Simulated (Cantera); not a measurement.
Feed: 1 mol C2F6, 1.6 mol H2, equilibrated at 1127 °C and 0.0250 bar.

Equilibrium computed with Cantera from the NASA thermochemical tables; the gas is ideal and each condensed phase is pure. The feed counts by its element totals alone. Gases not in the tables: C2F6 and larger saturated fluorocarbons. Rates play no part.

```tsv
species	before	after
HF	0.820	0.754
CF4	0.179	0.107
CF2	2.31e-5	0.0869
F	3.33e-6	0.0476
CF	<1e-9	0.000487
H	2.96e-9	1.19e-5
CF3	5.93e-6	0.00403
C(graphite), mol	1.30	1.16
```
Gas species are given as mole fractions.

### Question
What was changed between the two runs?
A) temperature from 1127 °C to 3152 °C
B) 1.9 mol CH4 added
C) H2 from 1.6 to 0.035 mol
D) temperature from 1127 °C to 1902 °C

### Answer
D, temperature from 1127 °C to 1902 °C
